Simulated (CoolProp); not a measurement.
Vapour-liquid equilibrium of R22 (1) + R114 (2) at 332.7 K; x and y are mole fractions of (1).

The numbers come from the multi-fluid Helmholtz-energy mixture model, Kamei 1995 and Platzer 1990; pair parameters Bell 2016 in CoolProp. This equation is an older, rougher fit; its heat capacities, sound speeds and derivatives of the liquid may be far off and weren't checked against measurements.

| x | bubble pressure, mixture model (bar) | bubble pressure, Raoult's law (bar) | y, mixture model | y, Raoult's law |
|---|---|---|---|---|
| 0.05 | 7.011 | 6.646 | ___ | 0.181 |
| 0.2 | ___ | 9.392 | 0.483 | 0.512 |
| 0.35 | ___ | 12.14 | ___ | 0.693 |
| 0.5 | ___ | 14.88 | ___ | 0.807 |
| 0.65 | ___ | 17.63 | 0.817 | 0.886 |
| 0.8 | 20.37 | 20.38 | 0.896 | 0.944 |
| 0.95 | 23.09 | 23.12 | 0.974 | 0.988 |

Q: Fill in the missing entries.

A: 
- 0.05, y, mixture model: 0.194
- 0.2, bubble pressure, mixture model (bar): 10.23
- 0.35, bubble pressure, mixture model (bar): 12.91
- 0.35, y, mixture model: 0.629
- 0.5, bubble pressure, mixture model (bar): 15.37
- 0.5, y, mixture model: 0.731
- 0.65, bubble pressure, mixture model (bar): 17.82

The largest gap from Raoult's law is +8.9 % in bubble pressure, at x = 0.2. No azeotrope shows between x = 0.05 and 0.95.

The pair parameters rest on a limited set of measurements; away from them the model extrapolates.
